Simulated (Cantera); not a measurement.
Input (Python, Cantera):

```python
import numpy as np
import cantera as ct

gas = ct.Solution("h2o2.yaml")
gas.TPX = 1125, 2900, {'H2': 0.0073, 'O2': 1, 'N2': 0.31}
inlet = ct.Reservoir(gas, clone=True)

reactor = ct.IdealGasConstPressureReactor(gas, energy="off", clone=False)
exhaust = ct.Reservoir(gas, clone=True)
tau = [5.1, 2, 0.79, 0.31, 0.12, 0.048, 0.019, 0.0075, 0.003, 0.0012][0]
for a, b in ((inlet, reactor), (reactor, exhaust)):
    ct.MassFlowController(a, b, mdot=lambda t: reactor.mass / tau)
net = ct.ReactorNet([reactor])
show = ['H2', 'O2', 'H2O2', 'HO2', 'H', 'OH']

rows = []
print(f"{'tau/s':>10s}{'T/K':>9s}" + "".join(f"{s:>11s}" for s in show))
for tau in [5.1, 2, 0.79, 0.31, 0.12, 0.048, 0.019, 0.0075, 0.003, 0.0012]:
    net.initial_time = 0.0
    net.advance(30 * tau)
    before = gas.X
    net.advance(40 * tau)
    drift = np.max(np.abs(gas.X - before) / (gas.X + 1e-9))
    rows.append([gas.T, *gas[show].X, drift])
    print(f"{tau:10.3e}{gas.T:9.1f}" + "".join(f"{x:11.3e}" for x in gas[show].X))
```

Output:

```
     tau/s      T/K         H2         O2       H2O2        HO2          H         OH
 5.100e+00   1125.0  1.723e-05  7.583e-01  1.401e-08  3.121e-07  1.817e-06  7.294e-05
 2.000e+00   1125.0  2.892e-05  7.581e-01  1.789e-08  4.534e-07  4.484e-06  1.007e-04
 7.900e-01   1125.0  4.816e-05  7.579e-01  2.237e-08  6.437e-07  1.072e-05  1.390e-04
 3.100e-01   1125.0  8.104e-05  7.575e-01  2.803e-08  8.973e-07  2.473e-05  1.927e-04
 1.200e-01   1125.0  1.405e-04  7.570e-01  3.604e-08  1.228e-06  5.404e-05  2.681e-04
 4.800e-02   1125.0  2.479e-04  7.565e-01  4.783e-08  1.617e-06  1.047e-04  3.670e-04
 1.900e-02   1125.0  4.598e-04  7.559e-01  6.664e-08  2.064e-06  1.802e-04  4.971e-04
 7.500e-03   1125.0  8.873e-04  7.557e-01  9.417e-08  2.501e-06  2.617e-04  6.476e-04
 3.000e-03   1125.0  1.727e-03  7.560e-01  1.211e-07  2.782e-06  2.919e-04  7.581e-04
 1.200e-03   1125.0  3.309e-03  7.572e-01  1.008e-07  2.615e-06  1.891e-04  6.492e-04
```

Cantera simulation using the H2/O2 subset of GRI-Mech 3.0, which has no nitrogen chemistry; the numbers are that mechanism's predictions, not measurements. Radical loss at walls, strong at low pressure, is not modelled.
